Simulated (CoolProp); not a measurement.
Properties of R141b along the isotherm 500 K.

Values from CoolProp's reference Helmholtz-energy equation of state, Lemmon 2006. It is a short technical equation, of lower accuracy than the large ones.

```tsv
p (kPa)	phase	cp (kJ/(kg K))	expansivity (1/kK)	viscosity (µPa s)
1320	gas	1.054	2.781	15.7
2630	gas	[?]	4.301	16.5
3950	gas	1.458	8.507	[?]
5260	supercritical	3.198	32.36	27.2
6580	supercritical	2.458	16.71	49.6
7900	supercritical	[?]	8.755	[?]
9210	supercritical	1.702	6.283	[?]
10500	supercritical	1.604	5.075	74.9
11800	supercritical	1.541	4.333	80.1
13200	supercritical	1.495	3.795	85.1
14500	supercritical	[?]	3.431	89.4
15800	supercritical	1.439	3.151	93.3
17100	supercritical	[?]	2.926	97.0
18400	supercritical	1.402	2.741	101
19700	supercritical	1.388	2.586	104
21100	supercritical	1.375	[?]	107
```

Fill in the missing entries.


- 2630, cp (kJ/(kg K)): 1.162
- 3950, viscosity (µPa s): 18.7
- 7900, cp (kJ/(kg K)): 1.894
- 7900, viscosity (µPa s): 61.2
- 9210, viscosity (µPa s): 68.9
- 14500, cp (kJ/(kg K)): 1.464
- 17100, cp (kJ/(kg K)): 1.419
- 21100, expansivity (1/kK): 2.444

The peak of cp marks the crossing from liquid-like to gas-like fluid above the critical point.

Viscosity comes from a separate model (Huber 2003), an estimate that may be off by 10 % or more.
